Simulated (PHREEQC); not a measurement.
Make-up at 35 °C: 15 mmol/kgw NaH2PO4 and 0.094 mmol/kgw HNO3. Closed to the air; pH follows from the charge balance.

The numbers come from PHREEQC with the ion-association model, phreeqc.dat.

Precipitation was switched off in this run.

Problem. What pH does the model give?

Solution. pH 4.40.
